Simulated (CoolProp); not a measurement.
The numbers come from the reference Helmholtz-energy equation of state, Marx 1992 in CoolProp.

Q: For R113, give the phase and the density (kg/m³), cp (kJ/(kg K)), isothermal compressibility (1/MPa), fugacity coefficient at 355.1 K and 21.2 MPa; 355.1 K and 29.7 MPa; 355.1 K and 31.8 MPa.

A: 
- 355.1 K and 21.2 MPa: liquid; density 1500, cp 0.939, isothermal compressibility 0.00201, fugacity coefficient 0.0301
- 355.1 K and 29.7 MPa: liquid; density 1520, cp 0.932, isothermal compressibility 0.00173, fugacity coefficient 0.0307
- 355.1 K and 31.8 MPa: liquid; density 1530, cp 0.930, isothermal compressibility 0.00168, fugacity coefficient 0.0313
